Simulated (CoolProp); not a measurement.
Properties of acetone along the isotherm 550 K (Tc = 508.1 K, pc = 4692 kPa, ω = 0.307).

The numbers come from the reference Helmholtz-energy equation of state, Lemmon 2006 in CoolProp. It is a short technical equation, of lower accuracy than the large ones.

| p (kPa) | phase | density (kg/m³) | fugacity coefficient |
|---|---|---|---|
| 1470 | gas | 20.67 | 0.9092 |
| 2930 | gas | 46.56 | 0.8243 |
| 4400 | gas | 81.85 | [?] |
| 5870 | supercritical | 136.1 | 0.6664 |
| 7330 | supercritical | [?] | 0.5928 |
| 8800 | supercritical | 343.9 | 0.5262 |
| 10300 | supercritical | 394.6 | 0.4732 |
| 11700 | supercritical | 422.9 | 0.4351 |
| 13200 | supercritical | [?] | [?] |
| 14700 | supercritical | 461.5 | [?] |
| 16100 | supercritical | 474.5 | 0.3579 |
| 17600 | supercritical | 486.5 | 0.3406 |
| 19100 | supercritical | 497.0 | [?] |
| 20500 | supercritical | [?] | 0.3150 |
| 22000 | supercritical | 514.2 | [?] |
| 23500 | supercritical | 521.9 | 0.2959 |

### Question
Fill in the missing entries.

### Answer

- 4400, fugacity coefficient: 0.7434
- 7330, density (kg/m³): 237.2
- 13200, density (kg/m³): 444.6
- 13200, fugacity coefficient: 0.4030
- 14700, fugacity coefficient: 0.3774
- 19100, fugacity coefficient: 0.3263
- 20500, density (kg/m³): 505.7
- 22000, fugacity coefficient: 0.3047
